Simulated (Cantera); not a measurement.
## Calcination and drying: CaCO₃ + H₂ + CO₂ + C

Input: 1 mol CaCO₃, 0.046 mol H₂, a varied amount of CO₂, 0.61 mol C, equilibrated at 1723 K and 4.20 mbar.

Cantera equilibrium calculation (NASA polynomials, part measured and part estimated; ideal gas, pure solids and liquids). Candidate condensed phases: C, C₆H₆, C₇H₈, C₈H₁₈, Ca, CaCO₃, CaO, Ca(OH)₂, H₂O; 115 gas species. Equilibrium is a limit: real reactors are often held back by kinetics, nucleation or transport.

From 0.011 mol CO₂ to 7 mol CO₂ the condensed part is CaO(s). The main Ca-bearing gas is Ca at 0.011 mol CO₂ and Ca(OH)₂ at 7 mol CO₂.

```
n(CO₂) (mol)  log p CO₂  log p CO  log p H₂O  log p H₂  log p H  n CaO(s)
------------  ---------  --------  ---------  --------  -------  --------
0.011             -3.02     -2.50      -4.23     -4.25    -5.87     1.000
0.032             -3.00     -2.51      -4.22     -4.27    -5.87     1.000
0.093             -2.96     -2.52      -4.21     -4.32    -5.90     1.000
0.27              -2.86     -2.56      -4.20     -4.44    -5.96     1.000
0.81              -2.70     -2.67      -4.22     -4.74    -6.11     1.000
2.4               -2.55     -2.88      -4.38     -5.26    -6.37     1.000
7                 -2.45     -3.21      -4.68     -5.99    -6.73     1.000
```
log p: log10 of the partial pressure in bar; n: condensed amount in mol.
